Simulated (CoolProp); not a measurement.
A Linde-Hampson liquefier for normal hydrogen: isothermal reversible compression at 230 K from 1 atm to 20 MPa, throttling to 1 atm, return gas leaving the recuperator 2 K below the feed. Each further row changes one setting.

Computed with CoolProp (reference Helmholtz-energy equation of state, Leachman 2009).

| case | compression work (kJ/kg of gas) |
|---|---|
| as stated | 5150 |
| high pressure 40 MPa | 5950 |
| warm-end temperature 260 K | 5810 |
| warm-end gap 7 K | 5150 |
